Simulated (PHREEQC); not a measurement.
A solution holds 0.27 mol ZnSO4 and 0.074 mol H2SO4 per kg of water, at 20 °C. Closed to the air; pH follows from the charge balance.

Computed with PHREEQC (ion-association model, phreeqc.dat).

Each row changes one thing in this solution. This is a speciation only: nothing precipitates in the calculation.

```
case                                                pH  ionic strength (mol/kgw)  HSO4- (mol/kgw)  SO4-2 (mol/kgw)
------------------------------------------------  ----  ------------------------  ---------------  ---------------
as made                                           1.33                     0.603           0.0866           0.0819
ZnSO4 left out                                    1.12                     0.110           0.0559           0.0181
H2SO4 replaced by Fe2(SO4)3 at the same molality  2.65                     0.698          0.00519            0.110
H2SO4 from 0.074 to 0.111 mol/kgw                 1.15                     0.646            0.129           0.0829
temperature from 20 to 50 °C                      1.50                     0.582            0.106           0.0760
0.17 mol/kgw HNO3 added                           0.92                     0.775            0.158           0.0660
H2SO4 left out                                    5.53                     0.518          5.75e-6           0.0804
```

The ionic strength passes 0.7 mol/kgw, the rough limit of the ion-association models, in 0.17 mol/kgw HNO3 added. Some of these states are supersaturated (in Hematite (slow to form), Goethite (slow to form), for instance). At this temperature some constants are extrapolated from 25 °C, and those without enthalpy data are left unchanged.
